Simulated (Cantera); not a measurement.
Source: NASA polynomial tables (part measured, part estimated), evaluated in Cantera. Values are per mole of reaction as written; species without (g) are pure solids or liquids, kept so even where they would boil at 1 bar.

Question: Between 300 and 1075 K, where is each reaction favourable under standard conditions?
- H2(g) + O2(g) + Ba ⇌ Ba(OH)2

Answer: 
- H2(g) + O2(g) + Ba ⇌ Ba(OH)2: ΔG° is -859 kJ at 300 K and -658 kJ at 1075 K; it stays negative (K > 1). ΔH° is -912 kJ and ΔS° -236 J/K at 1075 K.
